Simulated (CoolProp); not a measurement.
A single-stage vapour-compression cycle with R1233zd(E): evaporating at 283.15 K (dew point), condensing at 310.15 K (bubble point), superheat 8 K, subcooling 8 K, compressor efficiency 0.65, no pressure losses. Each further row changes one setting.

Values from CoolProp's reference Helmholtz-energy equation of state, Akasaka 2022.

| case | cooling COP | pressure ratio | discharge temperature (K) | refrigerating effect (kJ/kg) | volumetric capacity (kJ/m³) |
|---|---|---|---|---|---|
| as stated | 6.54 | 2.66 | 328.4 | 182 | 747 |
| evaporating temperature 288.15 K | (withheld) | 2.18 | 326.1 | (withheld) | 916 |
| condensing temperature 305.15 K | 8.17 | 2.25 | 322.0 | 188 | 771 |
| subcooling 13 K | 6.75 | 2.66 | 328.4 | 188 | 771 |
| superheat 18 K | 6.57 | 2.66 | (withheld) | 190 | 751 |
| compressor efficiency 0.55 | (withheld) | 2.66 | 334.3 | 182 | 747 |

**Question.** What belongs in the gaps?

**Answer.** 
- evaporating temperature 288.15 K, cooling COP: 8.31
- evaporating temperature 288.15 K, refrigerating effect (kJ/kg): 186
- superheat 18 K, discharge temperature (K): 338.8
- compressor efficiency 0.55, cooling COP: 5.53
